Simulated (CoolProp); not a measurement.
A simple Rankine cycle with R152A: condensing at 312.15 K, boiler at 2.22 MPa, turbine inlet 352.6 K, turbine efficiency 0.9, pump efficiency 0.8, no recuperator. Each further row changes one setting.

Computed with CoolProp (reference Helmholtz-energy equation of state, Outcalt 1996). It is a modified Benedict-Webb-Rubin equation, recast in Helmholtz form.

```json
[
 {"case": "as stated", "thermal efficiency (%)": "8.5", "net work (kJ/kg)": "23.3", "heat in (kJ/kg)": "276", "turbine exit temperature (K)": "312.1", "volume ratio over the turbine": "2.62"},
 {"case": "turbine inlet 372.6 K", "thermal efficiency (%)": "8.8", "net work (kJ/kg)": "27.3", "heat in (kJ/kg)": "311", "turbine exit temperature (K)": "___", "volume ratio over the turbine": "2.51"},
 {"case": "condensing temperature 304.15 K", "thermal efficiency (%)": "10.1", "net work (kJ/kg)": "29.2", "heat in (kJ/kg)": "___", "turbine exit temperature (K)": "304.1", "volume ratio over the turbine": "3.26"},
 {"case": "boiler pressure 1.55 MPa", "thermal efficiency (%)": "5.6", "net work (kJ/kg)": "16.7", "heat in (kJ/kg)": "___", "turbine exit temperature (K)": "326.9", "volume ratio over the turbine": "1.74"},
 {"case": "turbine efficiency 0.8", "thermal efficiency (%)": "___", "net work (kJ/kg)": "20.5", "heat in (kJ/kg)": "276", "turbine exit temperature (K)": "312.1", "volume ratio over the turbine": "2.65"}
]
```

Q: Fill in the missing entries.

A: 
- turbine inlet 372.6 K, turbine exit temperature (K): 328.9
- condensing temperature 304.15 K, heat in (kJ/kg): 290
- boiler pressure 1.55 MPa, heat in (kJ/kg): 298
- turbine efficiency 0.8, thermal efficiency (%): 7.4

The expansion ends wet for: as stated; condensing temperature 304.15 K; turbine efficiency 0.8.
